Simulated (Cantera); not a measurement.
An isothermal, constant-pressure homogeneous reactor starts with 18.5 % CH₄, 75.9 % N₂, 5.56 % H₂O, at 1350 K and 100.0 Torr.

Cantera simulation using GRI-Mech 3.0 (53 species, 325 reactions); the numbers are that mechanism's predictions, not measurements. GRI-Mech 3.0 stops at C3 and has no aromatics, soot or wall deposition, so with more carbon than oxygen in the feed, carbon stays in small species such as C2H2 where larger ones or solid carbon would form.

Task: Predict: x(CH₄) at 200 s; x(H₂) at 200 s; x(H) at 200 s.

Result: 
- x(CH₄) at 200 s: 0.0565 (gas-phase equilibrium 0.0141)
- x(H₂) at 200 s: 0.166 (gas-phase equilibrium 0.273)
- x(H) at 200 s: 1.66e-6 (gas-phase equilibrium 3.43e-6)
